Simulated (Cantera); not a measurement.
# Premixed flame

A freely propagating, adiabatic, planar premixed flame of 22.7 % H2, 16.2 % O2, 61.0 % N2, 0.104 % H2O, unburnt at 698 K and 100.0 Torr; mixture-averaged transport, grid criteria slope 0.08 and curve 0.16, no radiation.

Detailed kinetics in Cantera: the H2/O2 subset of GRI-Mech 3.0, which has no nitrogen chemistry. Burning velocities carry a grid error of a few per cent, more on coarse grids.

| z (mm) | T (K) | u (m/s) | x H2 | x O2 | x HO2 | x H2O | x O | x OH |
|---|---|---|---|---|---|---|---|---|
| -22.0 | 698 | 7.06 | 0.227 | 0.162 | <1e-8 | 0.00104 | <1e-8 | <1e-8 |
| -14.7 | 698 | 7.06 | 0.227 | 0.162 | <1e-8 | 0.00104 | <1e-8 | <1e-8 |
| -11.0 | 698 | 7.06 | 0.227 | 0.162 | <1e-8 | 0.00104 | <1e-8 | <1e-8 |
| -7.35 | 698 | 7.06 | 0.227 | 0.162 | 4.49e-7 | 0.00104 | 1.34e-8 | <1e-8 |
| -3.67 | 703 | 7.11 | 0.226 | 0.162 | 3.68e-5 | 0.00141 | 1.33e-5 | 1.67e-5 |
| -1.84 | 783 | 7.86 | 0.208 | 0.159 | 3.01e-5 | 0.0105 | 0.000411 | 0.000265 |
| 0 | 1102 | 10.8 | 0.0959 | 0.117 | 1.65e-5 | 0.0945 | 0.00833 | 0.00337 |
| 1.84 | 1358 | 13.1 | 0.0282 | 0.0723 | 8.72e-6 | 0.170 | 0.0187 | 0.00803 |
| 3.67 | 1476 | 14.1 | 0.0251 | 0.0669 | 6.84e-6 | 0.180 | 0.0194 | 0.0103 |
| 7.35 | 1613 | 15.3 | 0.0246 | 0.0637 | 5.35e-6 | 0.188 | 0.0182 | 0.0130 |
| 14.7 | 1760 | 16.5 | 0.0229 | 0.0608 | 4.06e-6 | 0.198 | 0.0157 | 0.0154 |
| 29.4 | 1907 | 17.7 | 0.0195 | 0.0582 | 2.97e-6 | 0.209 | 0.0124 | 0.0169 |
| 58.8 | 2043 | 18.8 | 0.0148 | 0.0561 | 2.17e-6 | 0.221 | 0.00876 | 0.0170 |
x: mole fraction of selected species; z is measured from the peak of heat release.

```
Property                     Value
------------------------  --------
laminar burning velocity  706 cm/s
thermal thickness          7.35 mm
peak x(HO2)                3.73e-5
peak x(O)                   0.0195
peak x(OH)                  0.0172
grid points                    124
```
